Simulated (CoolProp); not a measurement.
Octamethylcyclotetrasiloxane (D4) at several states: fugacity coefficient from the reference equation and from simpler models built on Tc = 313.4 °C, pc = 1.347 MPa, ω = 0.598; each cubic takes its own stable root.

Computed with CoolProp (reference Helmholtz-energy equation of state, Thol 2015).

```tsv
T (°C)	p (MPa)	phase	reference	Redlich-Kwong	Soave-Redlich-Kwong	Peng-Robinson
302.15	0.129	gas	0.9640	0.9657	0.9650	0.9614
275.45	2.38	liquid	0.2808	0.3389	0.2958	0.2816
175.15	0.202	liquid	0.4641	0.8923	0.4689	0.4678
```

At some of these states Redlich-Kwong gives the other phase, because its saturation line lies elsewhere.
